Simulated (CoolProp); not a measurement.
Tetrahydrofuran along the isotherm 66.05 °C: Z from the reference equation and from simpler models built on Tc = 267.0 °C, pc = 53.04 bar, ω = 0.234; each cubic takes its own stable root.

Values from CoolProp's reference Helmholtz-energy equation of state, Fiedler 2023.

| p (bar) | phase | reference |
|---|---|---|
| 17.7 | liquid | 0.05403 |
| 35.4 | liquid | 0.1078 |
| 53 | liquid | 0.1610 |
| 70.7 | liquid | 0.2143 |
| 88.4 | liquid | 0.2673 |
| 106 | liquid | 0.3198 |
| 124 | liquid | 0.3733 |
| 141 | liquid | 0.4236 |
| 159 | liquid | 0.4767 |
| 177 | liquid | 0.5295 |
| 194 | liquid | 0.5793 |
| 212 | liquid | 0.6318 |
| 230 | liquid | 0.6841 |
| 248 | liquid | 0.7362 |
| 265 | liquid | 0.7853 |

Task: How far does each simpler model (van der Waals, Peng-Robinson) lie from the reference over these 15 states: mean and median of the absolute difference, and the worst?

Result: 
- van der Waals: mean 57.0 %, median 56.5 %, worst +61.7 % at 66.05 °C and 17.7 bar
- Peng-Robinson: mean 5.2 %, median 5.2 %, worst -5.3 % at 66.05 °C and 265 bar
